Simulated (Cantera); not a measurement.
A closed system holds: 1 mol CH3SiH3, 0.037 mol C3H8, 1600 mol H2, equilibrated at 1.33 mbar.

These are equilibrium values from Cantera (NASA tables, ideal gas, pure condensed phases), not measurements of a reactor. Candidate condensed phases: C, C6H6, C7H8, C8H18, Si, SiC; 87 gas species. The feed counts by its element totals alone. Rates play no part.

Question: At 1948 K, list the 6 most abundant gas species with their mole fractions, and the condensed phases.

Answer: H2 0.969, H 0.0305, Si 0.000570, C2H2 (acetylene) 0.000325, SiH 1.57e-5, SiC2 1.15e-5. Condensed: gas only.
